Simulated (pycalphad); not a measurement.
Computed with pycalphad from the COST 507 light-alloy database (1999), at 1 atm. These are 1990s assessments: newer ones move some temperatures and phases. Phase fractions are per mole of atoms.

Give the equilibrium state of Mg-1.889Al-2.345Si (wt.%) at 730 K.


```
T = 730.00 K, P = 101325 Pa, N = 1 mol of atoms
G = -30974 J/mol, H = 10527 J/mol, S = 56.85 J/(mol K)  (SER reference)
chemical potentials (J/mol): Mg -29791, Al -43163, Si -76572
phase             fraction      x(Mg)      x(Al)      x(Si)
HCP_A3              0.9388     0.9818     0.0182   7.85e-07
MG2SI               0.0612     0.6667       none     0.3333
```

Give the equilibrium state of Mg-1.889Al-2.345Si (wt.%) at 930 K.


```
T = 930.00 K, P = 101325 Pa, N = 1 mol of atoms
G = -43443 J/mol, H = 25621 J/mol, S = 74.26 J/(mol K)  (SER reference)
chemical potentials (J/mol): Mg -42148, Al -70673, Si -81737
phase             fraction      x(Mg)      x(Al)      x(Si)
LIQUID              0.9882     0.9660     0.0173     0.0167
MG2SI               0.0118     0.6667       none     0.3333
```

Database names, with the compositions (at.%) that they take in these runs: MG2SI: Mg 67 Si 33. HCP_A3 is hcp. An entry "none" or "no" means that the model of the phase leaves that element out.
